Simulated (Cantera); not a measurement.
A closed system holds: 1 mol HMDSO, 0.29 mol O3, 68 mol N2, 0.51 mol CO2, held at 1.30 mbar.

These are equilibrium values from Cantera (NASA tables, ideal gas, pure condensed phases), not measurements of a reactor. Candidate condensed phases: C, C6H6, C7H8, C8H18, H2O, Si, SiC, SiO2, Si2N2O, Si3N4; 151 gas species. The feed counts by its element totals alone. Rates play no part.

Q: At 1450 °C, list the 5 most abundant gas species with their mole fractions, and the condensed phases.

A: N2 0.850, H2 0.111, CO 0.0360, H 0.00169, HCN 0.00127. Condensed: C(graphite) + SiC(s).
